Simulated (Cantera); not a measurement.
A diamond (100) surface in a fixed gas of H2 with x(CH4) = 0.0057, x(CH3) = 0.00064, at 1275 K, 0.0405 atm; coverages are run to steady state.

Cantera simulation using the Harris–Goodwin 1993 mechanism for the reconstructed diamond (100) surface; the numbers are that mechanism's predictions, not measurements.

θ: site fractions in the mechanism's names (c6HH fully hydrogenated, c6H* and c6*H radical sites, c6** diradical, c6HM methylated).

```csv
x(H),growth (µm/h),θ c6HH,θ c6H*,θ c6*H,θ c6**,θ c6HM
0.0001,0.167,0.646,0.0283,0.316,0.00388,0.000821
0.00025,0.633,0.528,0.0373,0.416,0.0101,0.00118
0.00063,1.58,0.454,0.0426,0.475,0.0197,0.00152
0.0016,2.92,0.416,0.0450,0.501,0.0298,0.00180
0.0039,(withheld),0.400,0.0459,0.512,(withheld),0.00191
0.0099,7.56,0.393,0.0464,0.516,0.0405,0.00183
0.025,12.6,0.390,0.0467,0.518,0.0422,0.00154
0.062,(withheld),0.389,0.0471,0.519,0.0431,(withheld)
0.15,26.3,0.389,0.0479,0.518,0.0436,0.000633
```

Problem. Fill in the missing entries.

Solution. 
- 0.0039, growth (µm/h): 4.64
- 0.0039, θ c6**: 0.0366
- 0.062, growth (µm/h): 19.6
- 0.062, θ c6HM: 0.00108
